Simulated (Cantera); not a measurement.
Charge: 1 mol PbO, 6.4 mol N2, 0.011 mol O2, equilibrated at 927 °C and 53.0 Pa.

Cantera equilibrium calculation (NASA polynomials, part measured and part estimated; ideal gas, pure solids and liquids). Equilibrium is a limit: real reactors are often held back by kinetics, nucleation or transport.

```tsv
species	before	after
N2	0.855	0.998
O2	0.0109	0.00171
PbO	0.115	0.000129
Pb	0.0188	1.69e-6
NO	4.64e-5	1.98e-5
PbO(l), mol	0	0.999
```
Gas species are given as mole fractions.

Task: Name the change that produced these shifts.
(A) temperature from 927 °C to 1277 °C
(B) temperature from 927 °C to 1252 °C
(C) pressure from 53.0 Pa to 0.530 bar
(D) O2 from 0.011 to 0.93 mol

Result: C, pressure from 53.0 Pa to 0.530 bar
